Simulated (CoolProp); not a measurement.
n-perfluorohexane along the isobar 0.807 MPa: fugacity coefficient from the reference equation and from simpler models built on Tc = 448.0 K, pc = 1.742 MPa, ω = 0.497; each cubic takes its own stable root.

Computed with CoolProp (reference Helmholtz-energy equation of state, Gao 2022).

```json
[
 {"T (K)": "197.2", "phase": "liquid", "reference": "2.125e-5", "Soave-Redlich-Kwong": "2.451e-5", "Peng-Robinson": "3.025e-5"},
 {"T (K)": "216", "phase": "liquid", "reference": "0.0001697", "Soave-Redlich-Kwong": "0.0001838", "Peng-Robinson": "0.0002128"},
 {"T (K)": "234.7", "phase": "liquid", "reference": "0.0008961", "Soave-Redlich-Kwong": "0.0009350", "Peng-Robinson": "0.001033"},
 {"T (K)": "253.5", "phase": "liquid", "reference": "0.003513", "Soave-Redlich-Kwong": "0.003589", "Peng-Robinson": "0.003824"},
 {"T (K)": "272.3", "phase": "liquid", "reference": "0.01085", "Soave-Redlich-Kwong": "0.01097", "Peng-Robinson": "0.01138"},
 {"T (K)": "291", "phase": "liquid", "reference": "0.02762", "Soave-Redlich-Kwong": "0.02785", "Peng-Robinson": "0.02832"},
 {"T (K)": "309.8", "phase": "liquid", "reference": "0.06078", "Soave-Redlich-Kwong": "0.06140", "Peng-Robinson": "0.06150"},
 {"T (K)": "328.6", "phase": "liquid", "reference": "0.1183", "Soave-Redlich-Kwong": "0.1200", "Peng-Robinson": "0.1189"},
 {"T (K)": "347.3", "phase": "liquid", "reference": "0.2075", "Soave-Redlich-Kwong": "0.2115", "Peng-Robinson": "0.2080"},
 {"T (K)": "366.1", "phase": "liquid", "reference": "0.3354", "Soave-Redlich-Kwong": "0.3433", "Peng-Robinson": "0.3360"},
 {"T (K)": "384.9", "phase": "liquid", "reference": "0.5045", "Soave-Redlich-Kwong": "0.5178", "Peng-Robinson": "0.5052"}
]
```
